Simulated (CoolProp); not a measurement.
Ethane at 293.15 K and 6.43 MPa flows at 0.13 m/s in a round tube of 6 mm bore and 45 µm roughness, fully developed (64/Re and Nu = 3.66 if laminar; Colebrook and Gnielinski if turbulent). Each further row changes one setting.

Computed with CoolProp (reference Helmholtz-energy equation of state, Bücker 2006).

| case | Reynolds number | Darcy friction factor | pressure drop (Pa/m) | heat-transfer coefficient (W/(m² K)) | mass flow (kg/h) |
|---|---|---|---|---|---|
| as stated | 5780 | 0.0439 | 23.1 | 492 | 4.94 |
| velocity 0.26 m/s | 11600 | 0.0398 | 83.7 | 1010 | 9.89 |
| diameter 12 mm | 11600 | 0.0352 | 9.27 | 456 | 19.8 |

Viscosity comes from a separate model (Friend 1991). Thermal conductivity comes from a separate model (Friend 1991).
